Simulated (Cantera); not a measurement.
Cantera run:

```python
import numpy as np
import cantera as ct

gas_names = """
    C2H5OH CH3 C3H8
""".split()
cond_names = """
    TaC(s) TaC(L) Ta2O5(s) Ta2O5(L)
""".split()


# ... load() reads the species with a 1 bar reference pressure and builds the phases ...
species = {s.name: s for s in load("nasa_gas.yaml", gas_names) + load("nasa_condensed.yaml", cond_names)}
# Each term lists the table entries of one substance; the one whose range holds T is used.
reactions = {
    '5 C2H5OH(g) + 6 CH3(g) + 2 TaC = 6 C3H8(g) + Ta2O5':
        [(-5, ['C2H5OH']), (-6, ['CH3']), (-2, ['TaC(s)', 'TaC(L)']), (6, ['C3H8']), (1, ['Ta2O5(s)', 'Ta2O5(L)'])],
}


def pick(names, T):
    return next(species[n] for n in names if species[n].thermo.min_temp <= T <= species[n].thermo.max_temp)


results = []
for label, terms in reactions.items():
    print(label)
    print("     T/K   dH/kJ  dS/(J/K)   dG/kJ   log10 K")
    for T in [500, 600, 700, 800, 900, 1000, 1100, 1200, 1300, 1400]:
        used = [(nu, pick(names, T)) for nu, names in terms]
        dH = sum(nu * s.thermo.h(T) for nu, s in used) / 1e6
        dS = sum(nu * s.thermo.s(T) for nu, s in used) / 1e3
        dG = dH - T * dS / 1e3
        logK = -dG * 1e6 / (ct.gas_constant * T * np.log(10))
        results.append((label, T, dH, dS, dG, logK, [s.name for _, s in used]))
        print(f"{T:8g} {dH:8.1f} {dS:8.1f} {dG:8.1f} {logK:8.2f}")
```

Result:

```
5 C2H5OH(g) + 6 CH3(g) + 2 TaC = 6 C3H8(g) + Ta2O5
     T/K   dH/kJ  dS/(J/K)   dG/kJ   log10 K
     500  -2098.5   -903.1  -1647.0   172.06
     600  -2098.1   -902.3  -1556.7   135.52
     700  -2095.8   -898.9  -1466.6   109.44
     800  -2092.1   -894.0  -1377.0    89.90
     900  -2087.3   -888.3  -1287.8    74.74
    1000  -2081.6   -882.3  -1199.3    62.64
    1100  -2075.2   -876.2  -1111.4    52.77
    1200  -2068.5   -870.4  -1024.1    44.57
    1300  -2061.4   -864.7   -937.3    37.66
    1400  -2054.0   -859.2   -851.1    31.75
```

Cantera with NASA thermochemical tables; ideal gases at 1 bar, condensed phases pure. TaC: taken at fixed stoichiometry. Condensed species are held in their standard states even where they would react or evaporate.
